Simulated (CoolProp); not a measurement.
Vapour-liquid equilibrium of carbon dioxide (1) + n-butane (2) at 250.1 K; x and y are mole fractions of (1).

The numbers come from the multi-fluid Helmholtz-energy mixture model, Span 1996 and Bücker 2006; pair parameters Kunz 2012 in CoolProp.

Q: Give the bubble pressure and the first vapour's composition at x = 0.2, 0.35, 0.95. Is there an azeotrope?

A: x = 0.2: 0.7044 MPa, y = 0.943; x = 0.35: 1.032 MPa, y = 0.962; x = 0.95: 1.702 MPa, y = 0.993. No azeotrope shows between x = 0.05 and 0.95.

The pair parameters rest on a limited set of measurements; away from them the model extrapolates. With so large a gap from Raoult's law the liquid may split in two, which this calculation doesn't test in full.
